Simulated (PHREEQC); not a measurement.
Make-up at 48 °C: 39 mmol/kgw NH4HF2, 10 mmol/kgw H2SiF6, 21 mmol/kgw H3PO4 and 170 mmol/kgw HCl. Closed to the air; pH follows from the charge balance.

Computed with PHREEQC (ion-association model, phreeqc.dat).

```
quantity                    before     after
------------------------  --------  --------
pH                            0.92      0.91
ionic strength (mol/kgw)     0.202     0.203
HF (mol/kgw)                0.0773    0.0768
H2PO4- (mol/kgw)           0.00122   0.00179
F- (mol/kgw)              0.000417  0.000796
HF2- (mol/kgw)            0.000138  0.000201
SI of Quartz (SiO2)          -3.32     -6.00
```

### Question
What was changed between the two runs?
A) temperature from 48 to 85 °C
B) NH4HF2 left out
C) H2SiF6 from 0.01 to 0.05 mol/kgw
D) temperature from 48 to 10 °C

### Answer
D, temperature from 48 to 10 °C

Precipitation was switched off in this run. Away from 25 °C the constants follow the database's enthalpies or fits; those with neither stay at their 25 °C values. SiF6-2 is the database's only silicon fluoride.
